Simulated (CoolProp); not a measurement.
Dimethyl carbonate at several states: Z from the reference equation and from simpler models built on Tc = 557.0 K, pc = 4909 kPa, ω = 0.346; each cubic takes its own stable root.

Values from CoolProp's reference Helmholtz-energy equation of state, Zhou 2011.

```tsv
T (K)	p (kPa)	phase	reference
466.9	18.6	gas	0.9977
414.3	23300	liquid	0.6473
536.3	12100	liquid	0.3401
572	1360	gas	0.9073
```

Problem. How far does each simpler model (van der Waals, Redlich-Kwong, Soave-Redlich-Kwong, Peng-Robinson) lie from the reference over these 4 states: mean and median of the absolute difference, and the worst?

Solution. 
- van der Waals: mean 26.9 %, median 24.9 %, worst +57.7 % at 414.3 K and 23300 kPa
- Redlich-Kwong: mean 7.5 %, median 6.8 %, worst +16.6 % at 536.3 K and 12100 kPa
- Soave-Redlich-Kwong: mean 6.2 %, median 5.1 %, worst +14.7 % at 536.3 K and 12100 kPa
- Peng-Robinson: mean 1.4 %, median 1.5 %, worst +2.5 % at 536.3 K and 12100 kPa
